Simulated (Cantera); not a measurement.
Charge: 1 mol SiC, 0.18 mol Si, 0.015 mol H₂, at 100 Torr.

Cantera equilibrium calculation (NASA polynomials, part measured and part estimated; ideal gas, pure solids and liquids). Candidate condensed phases: C, C₆H₆, C₇H₈, C₈H₁₈, Si, SiC; 87 gas species. Mutual solubility and eutectic melting of coexisting phases are not modelled. Gases not in the tables: Si₂H₆ and higher silanes. Equilibrium is a limit: real reactors are often held back by kinetics, nucleation or transport.

Problem. Which condensed phases are stable at each of these points (T (K)): 1425, 1525, 1625, 1725, 1825, 1925, 2025, 2125, 2225, 2325, 2425, 2525, 2625?

Solution. 
```
T (K)  condensed phases  Si condensed (%)
-----  ----------------  ----------------
1425     Si(s) + SiC(s)             100.0
1525     Si(s) + SiC(s)             100.0
1625     Si(s) + SiC(s)             100.0
1725     Si(l) + SiC(s)             100.0
1825     Si(l) + SiC(s)             100.0
1925     Si(l) + SiC(s)             100.0
2025     Si(l) + SiC(s)             100.0
2125     Si(l) + SiC(s)             100.0
2225     Si(l) + SiC(s)             100.0
2325     Si(l) + SiC(s)             100.0
2425     Si(l) + SiC(s)             100.0
2525     Si(l) + SiC(s)              99.9
2625     Si(l) + SiC(s)              99.8
```

From 1425 K to 1625 K the condensed part is Si(s) + SiC(s). From 1725 K to 2625 K the condensed part is Si(l) + SiC(s).
